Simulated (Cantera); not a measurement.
Input: 1 mol Si3N4, 0.003 mol Si, 0.46 mol N2, held at 0.0100 bar.

Method: chemical equilibrium by Gibbs-energy minimisation in Cantera with the NASA 1993 tables (ideal gas, pure condensed phases). Candidate condensed phases: Si, Si3N4; 7 gas species. The tables' values for SiN are old estimates; treat these amounts as uncertain. Equilibrium is a limit: real reactors are often held back by kinetics, nucleation or transport.

x: gas mole fraction; n: condensed amount in mol.

```
T (°C)   x N2      x Si    x Si2N     x SiN  x Si2  n Si3N4(s)  n Si(l)
------  -----  --------  --------  --------  -----  ----------  -------
1427    1.000   1.97e-5   6.23e-7   1.19e-6      ?        1.00        0
1477    1.000   7.88e-5   3.63e-6   4.06e-6      ?        1.00        0
1527    1.000  0.000292   1.91e-5   1.29e-5      ?        1.00        0
1577    0.999  0.000645   3.77e-5   2.47e-5      ?           0     3.00
1627    0.999   0.00126   6.10e-5   4.22e-5      ?           0     3.00
1677    0.997   0.00238   9.64e-5   7.00e-5      ?           0     3.00
1727    0.995   0.00435  0.000149  0.000113      ?           0     2.99
1777    0.992   0.00773  0.000224  0.000178      ?           0     2.98
1827    0.986    0.0133  0.000330  0.000275      ?           0     2.97
1877    0.976    0.0224  0.000476  0.000414      ?           0     2.94
```

Task: What belongs in the gaps?

Result: 
- 1427, x Si2: 2.50e-8
- 1477, x Si2: 2.14e-7
- 1527, x Si2: 1.62e-6
- 1577, x Si2: 4.51e-6
- 1627, x Si2: 1.01e-5
- 1677, x Si2: 2.18e-5
- 1727, x Si2: 4.51e-5
- 1777, x Si2: 9.01e-5
- 1827, x Si2: 0.000174
- 1877, x Si2: 0.000325
